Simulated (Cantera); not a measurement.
An isothermal, constant-pressure homogeneous reactor starts with NO : N2 = 1 : 9.9 (molar parts), at 1673 K and 1280 Torr. Integrator tolerance rtol = 1e-08.

Cantera simulation using GRI-Mech 3.0 (53 species, 325 reactions); the numbers are that mechanism's predictions, not measurements.

Task: What does this change do: temperature 1673 to 2173 K?

Result: 
```csv
quantity,before,after
x(NO) at 6.00 s,0.0808 (gas-phase equilibrium 0.00134),0.00590 (gas-phase equilibrium 0.00590)
x(N2) at 6.00 s,0.914 (gas-phase equilibrium 0.953),0.951 (gas-phase equilibrium 0.951)
x(O) at 6.00 s,2.03e-6 (gas-phase equilibrium 5.48e-6),0.000362 (gas-phase equilibrium 0.000362)
x(N2O) at 6.00 s,2.65e-6 (gas-phase equilibrium 1.13e-7),4.71e-7 (gas-phase equilibrium 4.71e-7)
x(O2) at 6.00 s,0.00541 (gas-phase equilibrium 0.0452),0.0427 (gas-phase equilibrium 0.0427)
x(NO2) at 6.00 s,5.98e-5 (gas-phase equilibrium 2.70e-6),4.58e-6 (gas-phase equilibrium 4.58e-6)
```

Task: What does this change do: NO 1 to 2.3 parts?

Result: 
```json
[
 {"quantity": "x(NO) at 6.00 s", "before": "0.0808 (gas-phase equilibrium 0.00134)", "after": "0.148 (gas-phase equilibrium 0.00187)"},
 {"quantity": "x(N2) at 6.00 s", "before": "0.914 (gas-phase equilibrium 0.953)", "after": "0.832 (gas-phase equilibrium 0.905)"},
 {"quantity": "x(O) at 6.00 s", "before": "2.03e-6 (gas-phase equilibrium 5.48e-6)", "after": "3.81e-6 (gas-phase equilibrium 7.88e-6)"},
 {"quantity": "x(N2O) at 6.00 s", "before": "2.65e-6 (gas-phase equilibrium 1.13e-7)", "after": "8.73e-6 (gas-phase equilibrium 1.54e-7)"},
 {"quantity": "x(O2) at 6.00 s", "before": "0.00541 (gas-phase equilibrium 0.0452)", "after": "0.0202 (gas-phase equilibrium 0.0933)"},
 {"quantity": "x(NO2) at 6.00 s", "before": "5.98e-5 (gas-phase equilibrium 2.70e-6)", "after": "0.000205 (gas-phase equilibrium 5.43e-6)"}
]
```
